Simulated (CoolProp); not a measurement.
The numbers come from the reference Helmholtz-energy equation of state, Beckmüller 2019 in CoolProp.

Give the vapour pressure (MPa), vapour density (kg/m³), enthalpy of vaporisation (kJ/kg), liquid viscosity (µPa s) of saturated n-octane at 516.8 K.


| T (K) | p (MPa) | vapour density (kg/m³) | enthalpy of vaporisation (kJ/kg) | liquid viscosity (µPa s) |
|---|---|---|---|---|
| 516.8 | 1.17 | 45.2 | 189 | 79.4 |

Viscosity comes from a separate model (Huber 2004).
